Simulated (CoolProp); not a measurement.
Octamethyltrisiloxane (MDM) along the isotherm 575 K: density (kg/m³) from the reference equation and from simpler models built on Tc = 565.4 K, pc = 1438 kPa, ω = 0.528; each cubic takes its own stable root.

Values from CoolProp's reference Helmholtz-energy equation of state, Thol 2017.

```tsv
p (kPa)	phase	reference
22.7	gas	1.129
43.1	gas	2.153
81.7	gas	4.116
155	gas	7.943
294	gas	15.60
557	gas	31.86
1060	gas	74.59
2000	supercritical	392.2
3790	supercritical	480.5
7190	supercritical	535.3
```

### Question
How far does each simpler model (van der Waals, Redlich-Kwong, Soave-Redlich-Kwong, Peng-Robinson) lie from the reference over these 10 states: mean and median of the absolute difference, and the worst?

### Answer
- van der Waals: mean 8.5 %, median 1.0 %, worst -26.8 % at 575 K and 3790 kPa
- Redlich-Kwong: mean 3.1 %, median 0.2 %, worst -14.0 % at 575 K and 2000 kPa
- Soave-Redlich-Kwong: mean 3.7 %, median 0.1 %, worst -17.7 % at 575 K and 2000 kPa
- Peng-Robinson: mean 2.1 %, median 1.2 %, worst -9.7 % at 575 K and 2000 kPa
